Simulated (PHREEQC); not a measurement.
Solution (25 °C): 0.97 mol NaBr and 0.11 mol K2SO4 per kg of water. Closed to the air; pH follows from the charge balance.

Equilibrium calculation in PHREEQC: Pitzer model, pitzer.dat.

Problem. The ionic strength comes out as 1.30 mol/kgw. What activity coefficients do SO4-2, Na+, Br-, K+ get?

Solution. SO4-2 0.056, Na+ 0.69, Br- 0.62, K+ 0.60. Single-ion values are on the MacInnes scale.

No solid was allowed to form.
